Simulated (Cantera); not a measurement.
## N2O furnace oxynitridation

An isothermal, constant-pressure homogeneous reactor starts with 38.1 % N2O, 1.07 % H2, 60.9 % N2, at 1100 K and 0.987 atm.

Model: GRI-Mech 3.0 (53 species, 325 reactions), integrated in Cantera. GRI-Mech 3.0 was tuned for natural gas; its chemistry of N2O as a main component is partial and can be far from experiment. The mechanism lacks the step 2 NO + O2 → 2 NO2, which can matter for NO2 below about 1400 K. The temperature is held fixed by assumption; the heat of reaction is taken as removed at once.

```json
[
 {"t (s)": "8.00e-6", "x N2O": "0.381", "x H2": "0.0107", "x HO2": "2.51e-11", "x NO": "2.33e-9", "x O": "8.10e-8"},
 {"t (s)": "2.69e-5", "x N2O": "0.381", "x H2": "0.0107", "x HO2": "7.12e-10", "x NO": "1.99e-8", "x O": "1.46e-7"},
 {"t (s)": "9.05e-5", "x N2O": "0.381", "x H2": "0.0106", "x HO2": "1.28e-8", "x NO": "1.42e-7", "x O": "1.62e-7"},
 {"t (s)": "0.000305", "x N2O": "0.380", "x H2": "0.0106", "x HO2": "1.37e-7", "x NO": "1.06e-6", "x O": "1.63e-7"},
 {"t (s)": "0.00102", "x N2O": "0.380", "x H2": "0.0101", "x HO2": "5.21e-7", "x NO": "7.48e-6", "x O": "1.85e-7"},
 {"t (s)": "0.00345", "x N2O": "0.377", "x H2": "0.00719", "x HO2": "6.53e-7", "x NO": "3.07e-5", "x O": "2.40e-7"},
 {"t (s)": "0.0116", "x N2O": "0.372", "x H2": "0.00224", "x HO2": "8.14e-7", "x NO": "6.33e-5", "x O": "2.82e-7"},
 {"t (s)": "0.0390", "x N2O": "0.369", "x H2": "0.000230", "x HO2": "4.80e-7", "x NO": "0.000108", "x O": "3.10e-7"},
 {"t (s)": "0.131", "x N2O": "0.365", "x H2": "2.37e-6", "x HO2": "2.76e-7", "x NO": "0.000233", "x O": "3.02e-7"},
 {"t (s)": "0.442", "x N2O": "0.355", "x H2": "5.33e-9", "x HO2": "1.46e-7", "x NO": "0.000707", "x O": "2.87e-7"},
 {"t (s)": "1.49", "x N2O": "0.324", "x H2": "3.85e-9", "x HO2": "5.97e-8", "x NO": "0.00221", "x O": "2.67e-7"},
 {"t (s)": "5.00", "x N2O": "0.244", "x H2": "2.76e-9", "x HO2": "2.34e-8", "x NO": "0.00591", "x O": "2.26e-7"}
]
```
x: mole fraction; the columns are a selection and need not sum to one.

Equilibrium at this temperature and pressure: N2O 5.87e-9, H2 3.02e-11, HO2 9.57e-10, NO 7.58e-5, O 9.92e-10 (gas phase only).
